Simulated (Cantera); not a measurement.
Mixture: C₃H₈ : O₂ : N₂ : H₂O = 1 : 10.2 : 38.4 : 4.4 (molar parts), at 10.0 bar, adiabatic and at constant volume. Ignition delay is the time to a rise of 400 K.

Computed with Cantera and GRI-Mech 3.0 (53 species, 325 reactions). GRI-Mech 3.0 was tuned for natural gas; its chemistry of propane as a main component is partial and can be far from experiment.

Problem. What does this change do: 0.48 parts H2 added?

Solution. 
```csv
quantity,before,after
delay at 1298 K,0.275 ms,0.177 ms
delay at 1398 K,64.7 µs,49.8 µs
delay at 1498 K,19.6 µs,16.6 µs
delay at 1598 K,7.58 µs,6.73 µs
apparent activation energy between 1548 and 1648 K,180 kJ/mol,170 kJ/mol
```
